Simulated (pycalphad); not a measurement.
All values are pycalphad results on the COST 507 light-alloy database (1999) (1 atm), not direct measurements. The database dates from 1999; later assessments differ in places, in temperatures and in the compounds included.

Problem. Which phases does Mo-41 at.% Ti hold at 2537 K, with what compositions and amounts?

Solution. bcc with 30.7 at.% Ti and liquid with 43.4 at.% Ti. The lever rule gives (41 − 30.7)/(43.4 − 30.7) = 0.81 of liquid and 0.19 of bcc.

Problem. Which phases does Mo-68 at.% Ti hold at 673 K, with what compositions and amounts?

Solution. bcc with 57.8 at.% Ti and hcp with 99.80 at.% Ti. The lever rule gives (68 − 57.8)/(99.8 − 57.8) = 0.24 of hcp and 0.76 of bcc.

Problem. Which phases does Mo-34 at.% Ti hold at 2580 K, with what compositions and amounts?

Solution. bcc with 27.0 at.% Ti and liquid with 38.9 at.% Ti. The lever rule gives (34 − 27.0)/(38.9 − 27.0) = 0.59 of liquid and 0.41 of bcc.

Problem. Which phases does Mo-55 at.% Ti hold at 2363 K, with what compositions and amounts?

Solution. bcc with 46.3 at.% Ti and liquid with 60.0 at.% Ti. The lever rule gives (55 − 46.3)/(60.0 − 46.3) = 0.64 of liquid and 0.36 of bcc.
